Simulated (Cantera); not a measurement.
**Carbothermic reduction: TiO2 + CH4 + H2**

A closed system holds: 1 mol TiO2, 1.8 mol CH4, 8.4 mol H2, equilibrated at 1600 °C and 75.0 Torr.

Method: chemical equilibrium by Gibbs-energy minimisation in Cantera with the NASA 1993 tables (ideal gas, pure condensed phases). Candidate condensed phases: C, C6H6, C7H8, C8H18, H2O, Ti, TiC, TiO, TiO2, Ti2O3, Ti3O5, Ti4O7; 113 gas species. Mutual solubility and eutectic melting of coexisting phases are not modelled. TiC: taken at fixed stoichiometry. Kinetics and transport are ignored.

```json
{
  "x(H2)": "0.902",
  "x(CO)": "0.0962",
  "x(H)": "0.00194",
  "x(H2O)": "0.000144",
  "x(CO2)": "3.75e-6",
  "n(TiC(s))": "0.521 mol",
  "n(Ti2O3(s))": "0.240 mol",
  "gas_amount": "13.29 mol",
  "log10 activity of Ti3O5(s) (absent)": "-0.57",
  "log10 activity of Ti4O7(s) (absent)": "-1.62",
  "log10 activity of C(graphite) (absent)": "-1.92"
}
```
